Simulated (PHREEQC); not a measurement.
# Phosphoric acid bath (model solution)

A solution holds 0.13 mol/kgw KH2PO4 and 0.00013 mol/kgw HCl, at 20 °C and 50 atm. Closed to the air; pH follows from the charge balance.

The numbers come from PHREEQC with the ion-association model, phreeqc.dat.

Precipitation was switched off in this run.

Question: What pH, specific conductance, density does the model give?

Answer: pH 4.38; specific conductance 10000 µS/cm; density 1.012 g/cm³.

Species that the database lacks are ignored. Under pressure, the constants of complexes without a molar volume in the database are unreliable.
